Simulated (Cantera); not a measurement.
**Equilibrium for boron, boron nitride and boron oxide: borazine + N₂ + O₂**

Feed: 1 mol borazine, 0.31 mol N₂, a varied amount of O₂, equilibrated at 1225 K and 750 Torr.

Equilibrium computed with Cantera from the NASA thermochemical tables; the gas is ideal and each condensed phase is pure. Candidate condensed phases: B, BN, B₂O₃, B₃O₃H₃, H₂O; 39 gas species. The feed counts by its element totals alone. Mutual solubility and eutectic melting of coexisting phases are not modelled. Gases not in the tables: H₃BO₃. Kinetics and transport are ignored.

| n(O₂) (mol) | log p H₂ | log p H₂O | log p N₂ | log p O₂ | log p (HBO₂)₃ | n BN(s) | n B₂O₃(l) |
|---|---|---|---|---|---|---|---|
| 0.37 | -0.08 | -2.40 | -0.81 | <-12 | -5.57 | 2.52 | 0.242 |
| 0.74 | -0.10 | -2.39 | -0.68 | <-12 | -5.55 | 2.02 | 0.488 |
| 1.1 | -0.13 | -2.38 | -0.59 | <-12 | -5.55 | 1.54 | 0.728 |
| 1.5 | -0.16 | -2.39 | -0.52 | <-12 | -5.55 | 1.01 | 0.994 |
| 1.9 | -0.19 | -2.40 | -0.46 | <-12 | -5.56 | 0.479 | 1.26 |
| 2.2 | -0.20 | -2.40 | -0.43 | <-12 | -5.58 | 0.0794 | 1.46 |
| 2.6 | -0.32 | -0.84 | -0.42 | <-12 | -3.23 | 0 | 1.49 |
| 3 | -0.51 | -0.51 | -0.42 | <-12 | -2.74 | 0 | 1.49 |
| 3.4 | -0.84 | -0.32 | -0.42 | <-12 | -2.46 | 0 | 1.47 |
| 3.7 | -1.68 | -0.22 | -0.42 | <-12 | -2.31 | 0 | 1.46 |
| 4.1 | -7.33 | -0.24 | -0.45 | -1.17 | -2.33 | 0 | 1.46 |
log p: log10 of the partial pressure in bar; n: condensed amount in mol.

From 0.37 mol O₂ to 2.2 mol O₂ the condensed part is BN(s) + B₂O₃(l). From 2.6 mol O₂ to 4.1 mol O₂ the condensed part is B₂O₃(l).
